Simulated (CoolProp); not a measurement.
Sulfur hexafluoride along the isobar 22.8 bar: density (kg/m³) from the reference equation and from simpler models built on Tc = 45.6 °C, pc = 37.55 bar, ω = 0.210; each cubic takes its own stable root.

Model: reference Helmholtz-energy equation of state, Guder 2009, in CoolProp.

```json
[
 {"T (°C)": "30.85", "phase": "gas", "reference": "192.4"},
 {"T (°C)": "38.45", "phase": "gas", "reference": "177.5"},
 {"T (°C)": "45.95", "phase": "gas", "reference": "166.4"},
 {"T (°C)": "53.55", "phase": "gas", "reference": "157.2"},
 {"T (°C)": "61.15", "phase": "gas", "reference": "149.6"},
 {"T (°C)": "68.75", "phase": "gas", "reference": "143.0"},
 {"T (°C)": "76.25", "phase": "gas", "reference": "137.3"},
 {"T (°C)": "83.85", "phase": "gas", "reference": "132.1"},
 {"T (°C)": "91.45", "phase": "gas", "reference": "127.5"},
 {"T (°C)": "99.05", "phase": "gas", "reference": "123.3"},
 {"T (°C)": "106.55", "phase": "gas", "reference": "119.5"},
 {"T (°C)": "114.15", "phase": "gas", "reference": "116.0"},
 {"T (°C)": "121.75", "phase": "gas", "reference": "112.7"},
 {"T (°C)": "129.25", "phase": "gas", "reference": "109.7"}
]
```

**Question.** How far does each simpler model (ideal gas, Redlich-Kwong, Soave-Redlich-Kwong, Peng-Robinson) lie from the reference over these 14 states: mean and median of the absolute difference, and the worst?

**Answer.** 
- ideal gas: mean 17.4 %, median 15.8 %, worst -31.5 % at 30.85 °C and 22.8 bar
- Redlich-Kwong: mean 1.1 %, median 1.3 %, worst -1.9 % at 30.85 °C and 22.8 bar
- Soave-Redlich-Kwong: mean 0.1 %, median 0.1 %, worst -0.6 % at 30.85 °C and 22.8 bar
- Peng-Robinson: mean 2.3 %, median 2.4 %, worst +2.9 % at 38.45 °C and 22.8 bar
